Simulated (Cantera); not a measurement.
Input: 1 mol SiHCl3, 17 mol N2, at 34.0 mbar.

Cantera equilibrium calculation (NASA polynomials, part measured and part estimated; ideal gas, pure solids and liquids). Candidate condensed phases: NH4Cl, Si, Si3N4; 28 gas species. N2 is the only nitrogen source here; it is nearly inert below about 1500 K, so the nitride shown seldom forms there in practice. The numbers say what is thermodynamically allowed, not how fast it happens.

**Question.** What share of the Si ends up in condensed phases as a function of T (°C), at 850, 900, 950, 1000, 1050, 1100, 1150, 1200, 1250, 1300, 1350, 1400, 1450?

**Answer.** 
```
T (°C)  Si condensed (%)        as
------  ----------------  --------
850                 46.7  Si3N4(s)
900                 46.6  Si3N4(s)
950                 46.4  Si3N4(s)
1000                45.6  Si3N4(s)
1050                43.9  Si3N4(s)
1100                40.5  Si3N4(s)
1150                34.4  Si3N4(s)
1200                25.3  Si3N4(s)
1250                14.1  Si3N4(s)
1300                 3.5  Si3N4(s)
1350                 0.0         -
1400                 0.0         -
1450                 0.0         -
```
